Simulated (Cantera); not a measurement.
# Transport properties of process gases

Gas mixture: NH3 = 0.59 (molar parts), at 1330 Pa, frozen composition.

Cantera's kinetic-theory transport with the Lennard-Jones parameters of GRI-Mech 3.0, ideal gas; thermal conductivity in the mixture-averaged form. Polar gases are described roughly by these parameters.

| T (K) | ρ (kg/m³) | cp (J/kg/K) | μ (µPa s) | λ (mW/m/K) | Pr | D (cm²/s) C2H2 | D (cm²/s) CH4 | D (cm²/s) H2O |
|---|---|---|---|---|---|---|---|---|
| 400 | 0.00683 | 2269 | 13.9 | 44.3 | 0.713 | 22.2 | 29.4 | 26.7 |
| 500 | 0.00546 | 2466 | 17.4 | 60.1 | 0.716 | 34.0 | 44.8 | 42.2 |
| 600 | 0.00455 | 2662 | 20.9 | 77.4 | 0.719 | 47.9 | 62.7 | 61.1 |
| 700 | 0.00390 | 2844 | 24.3 | 95.8 | 0.721 | 63.6 | 83.0 | 83.3 |
| 800 | 0.00341 | 3009 | 27.5 | 115 | 0.721 | 81.0 | 105 | 108 |
| 900 | 0.00303 | 3162 | 30.6 | 134 | 0.721 | 100 | 130 | 137 |
| 1000 | 0.00273 | 3319 | 33.6 | 154 | 0.725 | 121 | 156 | 167 |
D: mixture-averaged diffusion coefficient of that species in the mixture.
